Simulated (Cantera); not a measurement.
Feed: 1 mol H2S, 6.2 mol H2O, 6.1 mol H2, held at 101000 Pa.

Method: chemical equilibrium by Gibbs-energy minimisation in Cantera with the NASA 1993 tables (ideal gas, pure condensed phases). Candidate condensed phases: H2O, H2SO4, S; 19 gas species. The numbers say what is thermodynamically allowed, not how fast it happens. All values below are at 1877 °C.

Base state: H2 0.503, H2O 0.435, H2S 0.0245, S2 0.0144, SH 0.00828, SO2 0.00579, SO 0.00425, H 0.00297 (mole fractions); condensed: gas only.

Task: What changes in the equilibrium state with this change: H2O from 6.2 to 0.081 mol?

Result: 
```
species    before    after
-------  --------  -------
H2          0.503    0.880
H2S        0.0245   0.0602
S2         0.0144   0.0284
H2O         0.435   0.0107
SH        0.00828   0.0154
SO2       0.00579  1.62e-6
OH       0.000332  6.19e-6
```

Task: What changes in the equilibrium state with this change: H2 from 6.1 to 2.4 mol?

Result: 
| species | before | after |
|---|---|---|
| H2O | 0.435 | 0.557 |
| H2 | 0.503 | 0.361 |
| SO2 | 0.00579 | 0.0213 |
| S2 | 0.0144 | 0.0191 |
| H2S | 0.0245 | 0.0203 |
| S2O | 0.000143 | 0.000339 |
| SO | 0.00425 | 0.00875 |
| OH | 0.000332 | 0.000502 |
| H | 0.00297 | 0.00252 |
| S | 0.000945 | 0.00109 |
